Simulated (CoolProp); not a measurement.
Saturation properties of octamethyltrisiloxane (MDM).

Model: reference Helmholtz-energy equation of state, Thol 2017, in CoolProp.

```json
[
 {"T (K)": "269.6", "p (kPa)": "0.05964", "liquid density (kg/m³)": "843.6", "enthalpy of vaporisation (kJ/kg)": "215.7"},
 {"T (K)": "293.5", "p (kPa)": "0.3660", "liquid density (kg/m³)": "819.9", "enthalpy of vaporisation (kJ/kg)": "206.1"},
 {"T (K)": "317.5", "p (kPa)": "1.607", "liquid density (kg/m³)": "795.7", "enthalpy of vaporisation (kJ/kg)": "196.7"},
 {"T (K)": "341.5", "p (kPa)": "5.429", "liquid density (kg/m³)": "770.8", "enthalpy of vaporisation (kJ/kg)": "187.4"},
 {"T (K)": "365.4", "p (kPa)": "14.90", "liquid density (kg/m³)": "745.3", "enthalpy of vaporisation (kJ/kg)": "178.0"},
 {"T (K)": "389.4", "p (kPa)": "35.05", "liquid density (kg/m³)": "718.5", "enthalpy of vaporisation (kJ/kg)": "168.2"},
 {"T (K)": "413.3", "p (kPa)": "72.50", "liquid density (kg/m³)": "690.4", "enthalpy of vaporisation (kJ/kg)": "(withheld)"},
 {"T (K)": "437.3", "p (kPa)": "(withheld)", "liquid density (kg/m³)": "(withheld)", "enthalpy of vaporisation (kJ/kg)": "147.1"},
 {"T (K)": "461.3", "p (kPa)": "236.0", "liquid density (kg/m³)": "627.2", "enthalpy of vaporisation (kJ/kg)": "135.1"},
 {"T (K)": "485.2", "p (kPa)": "383.0", "liquid density (kg/m³)": "590.4", "enthalpy of vaporisation (kJ/kg)": "121.4"},
 {"T (K)": "509.2", "p (kPa)": "591.8", "liquid density (kg/m³)": "(withheld)", "enthalpy of vaporisation (kJ/kg)": "105.0"},
 {"T (K)": "533.1", "p (kPa)": "877.4", "liquid density (kg/m³)": "491.7", "enthalpy of vaporisation (kJ/kg)": "83.55"}
]
```

Task: Some entries are withheld; supply them.

Result: 
- 413.3, enthalpy of vaporisation (kJ/kg): 158.1
- 437.3, p (kPa): 136.1
- 437.3, liquid density (kg/m³): 660.2
- 509.2, liquid density (kg/m³): 547.0

It boils at 425.6 K under 1 atm.
